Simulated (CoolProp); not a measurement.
Computed with CoolProp (reference Helmholtz-energy equation of state, Akasaka 2023).

**Question.** For R1224YDZ, give the phase and the cv (kJ/(kg K)) at 104.35 °C and 0.469 bar; 104.35 °C and 46.9 bar.

**Answer.** 
- 104.35 °C and 0.469 bar: gas; cv 0.835
- 104.35 °C and 46.9 bar: liquid; cv 0.920
